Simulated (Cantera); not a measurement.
A closed system holds: 1 mol Ca(OH)2, 0.057 mol H2, 0.031 mol CO2, equilibrated at 6900 Pa.

These are equilibrium values from Cantera (NASA tables, ideal gas, pure condensed phases), not measurements of a reactor. Candidate condensed phases: C, C6H6, C7H8, C8H18, Ca, CaCO3, CaO, Ca(OH)2, H2O; 115 gas species. Rates play no part. All values below are at 1550 °C.

Base state: H2O 0.923, H2 0.0477, CO2 0.0237, CO 0.00479, OH 0.000485, H 0.000360, O2 2.40e-5, Ca(OH)2 2.07e-5 (mole fractions); condensed: CaO(s).

### Question
What changes in the equilibrium state with this change: CO2 from 0.031 to 0.2 mol?

### Answer
| species | before | after |
|---|---|---|
| H2O | 0.923 | 0.813 |
| CO2 | 0.0237 | 0.141 |
| H2 | 0.0477 | 0.0272 |
| CO | 0.00479 | 0.0184 |
| Ca(OH)2 | 2.07e-5 | 1.82e-5 |
| O2 | 2.40e-5 | 5.74e-5 |
| H | 0.000360 | 0.000272 |
| OH | 0.000485 | 0.000566 |
| CaO(s), mol | 1.000 | 1.000 |
